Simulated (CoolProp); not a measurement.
Saturated liquid density (kg/m³) of methane: the reference equation beside estimates from Tc = 190.6 K, pc = 4.599 MPa, ω = 0.011.

Values from CoolProp's reference Helmholtz-energy equation of state, Setzmann 1991.

```
T (K)  reference  van der Waals  Soave-Redlich-Kwong  Peng-Robinson
-----  ---------  -------------  -------------------  -------------
127.7      397.8          272.5                392.5          444.0
134.2          …          264.8                379.4          429.5
140.8      375.4          256.4                365.1          413.5
147.3      363.2          247.6                349.7          396.3
153.9      349.9          237.8                332.7          376.9
160.4      335.4          227.2                314.1          355.7
167        318.8              …                292.9          331.2
173.5          …          201.3                268.9          303.2
180        276.2          184.6                239.8          269.0
186.6      240.7              …                199.2              …
```

Task: Complete the blanks.

Result: 
- 134.2, reference: 387.0
- 167, van der Waals: 215.1
- 173.5, reference: 299.9
- 186.6, van der Waals: 160.8
- 186.6, Peng-Robinson: 221.2

Absolute difference from the reference over all 10 rows, mean and median: van der Waals 32.3 and 32.1 %, Soave-Redlich-Kwong 7.0 and 5.6 %, Peng-Robinson 7.1 and 7.9 %.
